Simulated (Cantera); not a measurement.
A closed system holds: 1 mol CH₄, 1.1 mol H₂O, equilibrated at 727 °C and 1.33 mbar.

Cantera equilibrium calculation (NASA polynomials, part measured and part estimated; ideal gas, pure solids and liquids). Candidate condensed phases: C, C₆H₆, C₇H₈, C₈H₁₈, H₂O; 110 gas species. The numbers say what is thermodynamically allowed, not how fast it happens.

Base state: H₂ 0.739, CO 0.236, H₂O 0.0167, CO₂ 0.00767 (mole fractions); condensed: gas only.

Task: What changes in the equilibrium state with this change: temperature from 727 °C to 1777 °C?

Result: 
```
species   before     after
-------  -------  --------
H₂         0.739     0.689
CO         0.236     0.236
H        5.34e-8    0.0516
CO₂      0.00767   0.00158
H₂O       0.0167    0.0220
OH         <1e-9  0.000180
```

Task: What changes in the equilibrium state with this change: temperature from 727 °C to 1725 °C?

Result: 
```tsv
species	before	after
H₂	0.739	0.702
CO	0.236	0.238
H	5.34e-8	0.0368
CO₂	0.00767	0.00164
H₂O	0.0167	0.0222
OH	<1e-9	0.000116
```
